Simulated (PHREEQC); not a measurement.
Consider water at 25 °C with 0.0011 mol/kgw CuSO4, 0.00049 mol/kgw H2SO4 and 0.024 mol/kgw FeCl3. Closed to the air; pH follows from the charge balance.

Computed with PHREEQC (ion-association model, wateq4f.dat).

This is a speciation only: nothing precipitates in the calculation.

Question: Order these Cu species by the share of Cu that they hold, largest first: Cu+2, CuCl2, CuSO4, CuCl+.

Answer: Cu+2 (93 %), CuCl+ (6.2 %), CuSO4 (0.47 %), CuCl2 (0.12 %)

Question: Order these S species by the share of S that they hold, largest first: FeSO4+, CuSO4, SO4-2, HSO4-, FeHSO4+2.

Answer: FeSO4+ (80 %), SO4-2 (12 %), HSO4- (4.0 %), FeHSO4+2 (3.6 %), CuSO4 (0.32 %)

The pH is 2.11 and the ionic strength 0.116 mol/kgw. Saturation is exceeded, for instance for Hematite (slow to form), Goethite (slow to form); the values hold only as long as no solid forms.
